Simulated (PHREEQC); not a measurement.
Consider water at 25 °C with 0.21 mol FeSO4, 0.23 mol MgSO4, 0.26 mol HCl and 0.00047 mol Na2SO4 per kg of water. Closed to the air; pH follows from the charge balance.

Model: ion-association model, phreeqc.dat, run in PHREEQC.

| Quantity | Value |
|---|---|
| pH | 1.18 |
| ionic strength | 0.929 mol/kgw |
| activity of water | 0.983 |
| density | 1.056 g/cm³ |
| total alkalinity | -260 meq/kg |

| species | molality | activity | log γ |
|---|---|---|---|
| Cl- | 0.254 | 0.155 | -0.213 |
| HSO4- | 0.134 | 0.105 | -0.108 |
| Mg+2 | 0.120 | 0.0353 | -0.531 |
| Fe+2 | 0.111 | 0.0233 | -0.678 |
| MgSO4 | 0.110 | 0.136 | 0.093 |
| SO4-2 | 0.103 | 0.0164 | -0.798 |
| H+ | 0.0879 | 0.0655 | -0.128 |
| FeSO4 | 0.0550 | 0.0681 | 0.093 |

This is a speciation only: nothing precipitates in the calculation. Ionic strength above about 0.7 mol/kgw puts this run outside the model's range.
